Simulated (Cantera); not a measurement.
Input (Python, Cantera):

```python
import numpy as np
import cantera as ct

gas = ct.Solution("gri30.yaml")


def delay(T, t_max=10):
    gas.TPX = T, 500000, {'C2H4': 1, 'O2': 3.03, 'N2': 11.4, 'H2O': 2.4}
    reactor = ct.IdealGasReactor(gas, clone=False)
    net = ct.ReactorNet([reactor])
    net.rtol, net.atol = 1e-8, 1e-16
    while net.time < t_max:
        t_old, T_old = net.time, reactor.T
        net.step()
        if reactor.T > T + 400:  # ignition: a rise of 400 K
            return t_old + (T + 400 - T_old) / (reactor.T - T_old) * (net.time - t_old)
    return np.nan


taus = []
for T in [1175, 1250, 1325, 1400, 1475, 1550, 1625, 1700, 1775]:
    taus.append(delay(T))
    print(f"T0 = {T:6g} K   tau = {taus[-1]:.4e} s")
```

Result:

```
T0 =   1175 K   tau = 1.2040e-03 s
T0 =   1250 K   tau = 2.4862e-04 s
T0 =   1325 K   tau = 5.7796e-05 s
T0 =   1400 K   tau = 1.8599e-05 s
T0 =   1475 K   tau = 9.4116e-06 s
T0 =   1550 K   tau = 5.9841e-06 s
T0 =   1625 K   tau = 4.2475e-06 s
T0 =   1700 K   tau = 3.2094e-06 s
T0 =   1775 K   tau = 2.5230e-06 s
```

Detailed kinetics in Cantera: GRI-Mech 3.0 (53 species, 325 reactions). GRI-Mech 3.0 was tuned for natural gas; its chemistry of ethylene as a main component is partial and can be far from experiment.
